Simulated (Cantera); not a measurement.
Feed: 1 mol SiC, 2.4 mol H₂, equilibrated at 2250 °C and 1000 Pa.

Equilibrium computed with Cantera from the NASA thermochemical tables; the gas is ideal and each condensed phase is pure. Candidate condensed phases: C, C₆H₆, C₇H₈, C₈H₁₈, Si, SiC; 87 gas species. Gases not in the tables: Si₂H₆ and higher silanes. Kinetics and transport are ignored.

Question: What is the equilibrium state?

Answer: 
| Item | Result |
|---|---|
| x(H₂) | 0.575 |
| x(H) | 0.211 |
| x(Si) | 0.142 |
| x(SiC₂) | 0.0394 |
| x(Si₂C) | 0.0216 |
| x(C₂H₂ (acetylene)) | 0.00684 |
| x(SiH) | 0.00275 |
| x(Si₂) | 0.000993 |
| x(C₂H) | 0.000189 |
| n(C(graphite)) | 0.401 mol |
| n(SiC(s)) | 0.199 mol |
| gas amount | 3.485 mol |
| log10 activity of Si(l) (absent) | -0.60 |
